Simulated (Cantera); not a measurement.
An isothermal, constant-pressure homogeneous reactor starts with 4.55 % C2H6, 95.5 % N2, at 2000 K and 0.760 bar.

Model: GRI-Mech 3.0 (53 species, 325 reactions), integrated in Cantera. GRI-Mech 3.0 stops at C3 and has no aromatics, soot or wall deposition, so with more carbon than oxygen in the feed, carbon stays in small species such as C2H2 where larger ones or solid carbon would form.

One state of this run: x C2H6 = 1.88e-5; x CH2 = 1.26e-5; x CH3 = 0.00154; x C2H = 5.86e-6; x C2H4 = 0.00110; x H2 = 0.0670. x: mole fraction; the columns are a selection and need not sum to one.

### Question
Which value of t (s) does it belong to?
A) 8.12e-5
B) 0.364
C) 0.00134
D) 0.0221

### Answer
A, 8.12e-5
